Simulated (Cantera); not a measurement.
Mixture: CH3OH : O2 : N2 = 1 : 1.25 : 4.7 (molar parts), equivalence ratio 1.2, at 6.10 bar, adiabatic and at constant volume. Ignition delay is the time to a rise of 400 K.

Computed with Cantera and GRI-Mech 3.0 (53 species, 325 reactions). GRI-Mech 3.0 was tuned for natural gas; its chemistry of methanol as a main component is partial and can be far from experiment.

Question: Predict: delay at 1075 K; delay at 1150 K; delay at 1225 K; delay at 1300 K; delay at 1375 K; delay at 1450 K; apparent activation energy between 1300 and 1450 K.

Answer: 
```json
{
 "delay at 1075 K": "21.2 ms",
 "delay at 1150 K": "4.83 ms",
 "delay at 1225 K": "1.32 ms",
 "delay at 1300 K": "0.426 ms",
 "delay at 1375 K": "0.158 ms",
 "delay at 1450 K": "65.9 µs",
 "apparent activation energy between 1300 and 1450 K": "190 kJ/mol"
}
```
